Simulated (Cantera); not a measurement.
A perfectly stirred reactor is fed with H2 : O2 : N2 = 1 : 1.16 : 5.47 (molar parts), at 59000 Pa; it is adiabatic with a 600 K inlet, and is followed from long to short residence time, starting on the burning branch (τ in s: 0.033, 0.015, 0.0068, 0.0031, 0.0014, 0.00063, 0.00028, 0.00013, 5.8e-05, 2.6e-05, 1.2e-05, 5.3e-06).

Model: GRI-Mech 3.0 (53 species, 325 reactions), integrated in Cantera.

What does this change do: inlet temperature 600 to 725 K?


| quantity | before | after |
|---|---|---|
| blow-out, bracketed by the residence times tried | burning at 0.130 ms, out at 58.0 µs | burning at 58.0 µs, out at 26.0 µs |
| x(H2) at τ = 33.0 ms | 0.000460 | 0.000493 |
| x(O2) at τ = 33.0 ms | 0.0921 | 0.0919 |
| x(HO2) at τ = 33.0 ms | 5.33e-6 | 3.80e-6 |
| x(O) at τ = 33.0 ms | 0.000492 | 0.000603 |
| x(H2O2) at τ = 33.0 ms | 2.60e-7 | 1.72e-7 |
| x(H2) at τ = 0.280 ms | 0.00896 | 0.00839 |
| x(O2) at τ = 0.280 ms | 0.0934 | 0.0921 |
| x(HO2) at τ = 0.280 ms | 3.19e-5 | 2.66e-5 |
| x(O) at τ = 0.280 ms | 0.00635 | 0.00799 |
| x(H2O2) at τ = 0.280 ms | 2.54e-6 | 1.72e-6 |

What does this change do: pressure from 59000 Pa to 101000 Pa?


| quantity | before | after |
|---|---|---|
| blow-out, bracketed by the residence times tried | burning at 0.130 ms, out at 58.0 µs | burning at 58.0 µs, out at 26.0 µs |
| x(H2) at τ = 33.0 ms | 0.000460 | 0.000267 |
| x(O2) at τ = 33.0 ms | 0.0921 | 0.0922 |
| x(HO2) at τ = 33.0 ms | 5.33e-6 | 5.06e-6 |
| x(O) at τ = 33.0 ms | 0.000492 | 0.000237 |
| x(H2O2) at τ = 33.0 ms | 2.60e-7 | 2.69e-7 |
| x(H2) at τ = 0.280 ms | 0.00896 | 0.00574 |
| x(O2) at τ = 0.280 ms | 0.0934 | 0.0924 |
| x(HO2) at τ = 0.280 ms | 3.19e-5 | 4.15e-5 |
| x(O) at τ = 0.280 ms | 0.00635 | 0.00415 |
| x(H2O2) at τ = 0.280 ms | 2.54e-6 | 2.28e-6 |
